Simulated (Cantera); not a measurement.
An isothermal plug-flow reactor at 1048 K and 5.00 bar (inlet), inlet velocity 0.058 m/s, active area per volume 590 1/m; feed 0.487 % CH4, 17.6 % O2, 81.9 % N2.

Detailed kinetics in Cantera: Deutschmann's 1995 Pt surface mechanism with GRI-Mech 3.0 gas chemistry. Catalytic surfaces can have several steady states; this one follows from the mechanism file's or the stated starting coverage. Mass transfer to the wall is taken as infinitely fast.

One state of this run: x CH4 = 0.00159; x O2 = 0.170; x H2O = 0.00633; x CO2 = 0.00308; x CO = 6.67e-6; θ free Pt = 0.141; θ O* = 0.857; θ OH* = 0.00237. x: gas mole fraction; θ: surface coverage.

Problem. Which value of z (m) does it belong to?
A) 0.0026
B) 0.00046
C) 0.014
D) 0.0046

Solution. A, 0.0026
